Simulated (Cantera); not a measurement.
An isothermal, constant-pressure homogeneous reactor starts with C₂H₆ : H₂ = 1 : 7.7 (molar parts), at 1173 K and 1.01 bar.

Model: GRI-Mech 3.0 (53 species, 325 reactions), integrated in Cantera. GRI-Mech 3.0 stops at C3 and has no aromatics, soot or wall deposition, so with more carbon than oxygen in the feed, carbon stays in small species such as C2H2 where larger ones or solid carbon would form.

x: mole fraction; the columns are a selection and need not sum to one.

```
t (s)      x C₂H₆   x H₂    x C₂H₄    x C₂H₂     x CH₄     x CH₂   x C₂H
--------  -------  -----  --------  --------  --------  --------  ------
4.00e-6     0.115  0.885   2.45e-8    <1e-12   2.14e-7    <1e-12  <1e-12
1.19e-5     0.115  0.885   4.72e-7    <1e-12   1.11e-6    <1e-12  <1e-12
3.56e-5     0.115  0.885   6.03e-6  2.57e-12   4.13e-6    <1e-12  <1e-12
0.000106    0.115  0.885   6.05e-5  2.07e-10   1.43e-5    <1e-12  <1e-12
0.000317    0.114  0.885  0.000528       [?]   7.15e-5  1.31e-12  <1e-12
0.000948    0.111  0.885   0.00338       [?]  0.000531  5.44e-12  <1e-12
0.00283    0.0995  0.885    0.0127       [?]   0.00228  5.75e-12  <1e-12
0.00844    0.0737  0.886    0.0339       [?]   0.00658  4.76e-12  <1e-12
0.0252     0.0368  0.885    0.0631       [?]    0.0143  3.13e-12  <1e-12
0.0752     0.0162  0.882    0.0759       [?]    0.0241  2.03e-12  <1e-12
0.224      0.0125  0.874    0.0699       [?]    0.0407  2.19e-12  <1e-12
0.670     0.00995  0.855    0.0567       [?]    0.0743  2.55e-12  <1e-12
2.00      0.00653  0.828    0.0383       [?]     0.125  2.32e-12  <1e-12
```

**Question.** Complete the blanks.

**Answer.** 
- 0.000317, x C₂H₂: 1.48e-8
- 0.000948, x C₂H₂: 6.21e-7
- 0.00283, x C₂H₂: 9.59e-6
- 0.00844, x C₂H₂: 8.47e-5
- 0.0252, x C₂H₂: 0.000495
- 0.0752, x C₂H₂: 0.00168
- 0.224, x C₂H₂: 0.00334
- 0.670, x C₂H₂: 0.00375
- 2.00, x C₂H₂: 0.00265
